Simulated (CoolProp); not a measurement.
Vapour-liquid equilibrium of methanol (1) + toluene (2) at 91.05 °C; x and y are mole fractions of (1).

Computed with CoolProp (multi-fluid Helmholtz-energy mixture model, de Reuck 1993 and Lemmon 2006; pair parameters Bell 2016).

```json
[
 {"x": "0.05", "bubble pressure, mixture model (bar)": "1.233", "bubble pressure, Raoult's law (bar)": "0.6659", "y, mixture model": "?", "y, Raoult's law": "0.199"},
 {"x": "0.2", "bubble pressure, mixture model (bar)": "2.096", "bubble pressure, Raoult's law (bar)": "0.9789", "y, mixture model": "?", "y, Raoult's law": "0.541"},
 {"x": "0.35", "bubble pressure, mixture model (bar)": "2.307", "bubble pressure, Raoult's law (bar)": "1.292", "y, mixture model": "0.775", "y, Raoult's law": "0.717"},
 {"x": "0.5", "bubble pressure, mixture model (bar)": "2.385", "bubble pressure, Raoult's law (bar)": "1.605", "y, mixture model": "?", "y, Raoult's law": "0.825"},
 {"x": "0.65", "bubble pressure, mixture model (bar)": "2.466", "bubble pressure, Raoult's law (bar)": "1.918", "y, mixture model": "?", "y, Raoult's law": "0.898"},
 {"x": "0.8", "bubble pressure, mixture model (bar)": "2.565", "bubble pressure, Raoult's law (bar)": "2.231", "y, mixture model": "?", "y, Raoult's law": "0.950"},
 {"x": "0.95", "bubble pressure, mixture model (bar)": "2.639", "bubble pressure, Raoult's law (bar)": "2.544", "y, mixture model": "0.955", "y, Raoult's law": "0.989"}
]
```

Q: Complete the blanks.

A: 
- 0.05, y, mixture model: 0.546
- 0.2, y, mixture model: 0.744
- 0.5, y, mixture model: 0.788
- 0.65, y, mixture model: 0.811
- 0.8, y, mixture model: 0.860

The largest gap from Raoult's law is +114.1 % in bubble pressure, at x = 0.2. No azeotrope shows between x = 0.05 and 0.95.

Pair parameters are fitted to limited data, so mixtures are less certain than the pure fluids. With so large a gap from Raoult's law the liquid may split in two, which this calculation doesn't test in full.
